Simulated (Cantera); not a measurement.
An adiabatic, constant-pressure homogeneous reactor starts with 7.23 % CH4, 0.477 % H2, 19.3 % O2, 73.0 % N2, at 1350 K and 150000 Pa.

Cantera simulation using GRI-Mech 3.0 (53 species, 325 reactions); the numbers are that mechanism's predictions, not measurements.

**Question.** Predict: time of steepest temperature rise; temperature at 4.00 s; equilibrium temperature; x(H2) at 4.00 s; x(O2) at 4.00 s; x(HO2) at 4.00 s.

**Answer.** 
```json
{
 "time_of_steepest_temperature_rise": "2.52 ms",
 "temperature at 4.00 s": "2589 K",
 "equilibrium_temperature": "2589 K",
 "x(H2) at 4.00 s": "0.00477 (gas-phase equilibrium 0.00477)",
 "x(O2) at 4.00 s": "0.0438 (gas-phase equilibrium 0.0438)",
 "x(HO2) at 4.00 s": "7.09e-6 (gas-phase equilibrium 7.09e-6)"
}
```
